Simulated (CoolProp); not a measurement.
Methanol along the isotherm 324.1 K: Z from the reference equation and from simpler models built on Tc = 513.4 K, pc = 82.16 bar, ω = 0.565; each cubic takes its own stable root.

The numbers come from the reference Helmholtz-energy equation of state, de Reuck 1993 in CoolProp.

| p (bar) | phase | reference |
|---|---|---|
| 27.4 | liquid | 0.04261 |
| 54.8 | liquid | 0.08488 |
| 82.2 | liquid | 0.1268 |
| 110 | liquid | 0.1691 |
| 137 | liquid | 0.2099 |
| 164 | liquid | 0.2505 |
| 192 | liquid | 0.2922 |
| 219 | liquid | 0.3323 |
| 246 | liquid | 0.3721 |
| 274 | liquid | 0.4132 |
| 301 | liquid | 0.4526 |
| 329 | liquid | 0.4933 |
| 356 | liquid | 0.5323 |
| 383 | liquid | 0.5712 |
| 411 | liquid | 0.6113 |

Question: How far does each simpler model (van der Waals, Peng-Robinson) lie from the reference over these 15 states: mean and median of the absolute difference, and the worst?

Answer: 
- van der Waals: mean 99.9 %, median 99.3 %, worst +104.3 % at 324.1 K and 27.4 bar
- Peng-Robinson: mean 16.8 %, median 16.8 %, worst +18.0 % at 324.1 K and 411 bar
